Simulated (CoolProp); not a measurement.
Model: reference Helmholtz-energy equation of state, Lemmon 2006, in CoolProp. It is a short technical equation, of lower accuracy than the large ones.

Q: Give the vapour pressure (kPa), vapour density (kg/m³), enthalpy of vaporisation (kJ/kg), vapour viscosity (µPa s) of saturated C2F6 (R116) at 218.8, 230.3, 241.8 K.

A: 
| T (K) | p (kPa) | vapour density (kg/m³) | enthalpy of vaporisation (kJ/kg) | vapour viscosity (µPa s) |
|---|---|---|---|---|
| 218.8 | 310 | 26.1 | 106 | 10.2 |
| 230.3 | 487 | 40.6 | 99.3 | 10.7 |
| 241.8 | 729 | 61.2 | 92.0 | 11.3 |

Viscosity comes from a separate model (Huber 2003), an estimate that may be off by 10 % or more.
